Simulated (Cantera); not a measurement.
A closed system holds: 1 mol AlN, 520 mol H2, 2.6 mol N2, equilibrated at 827 °C and 1.00 bar.

These are equilibrium values from Cantera (NASA tables, ideal gas, pure condensed phases), not measurements of a reactor. Candidate condensed phases: Al, AlN; 13 gas species. The numbers say what is thermodynamically allowed, not how fast it happens.

### Question
What is the equilibrium state?

### Answer
```json
{
 "x(H2)": "0.995",
 "x(N2)": "0.00496",
 "x(NH3)": "2.22e-5",
 "n(AlN(s))": "1.00 mol",
 "gas_amount": "522.6 mol",
 "log10 activity of Al(l) (absent)": "-8.35"
}
```
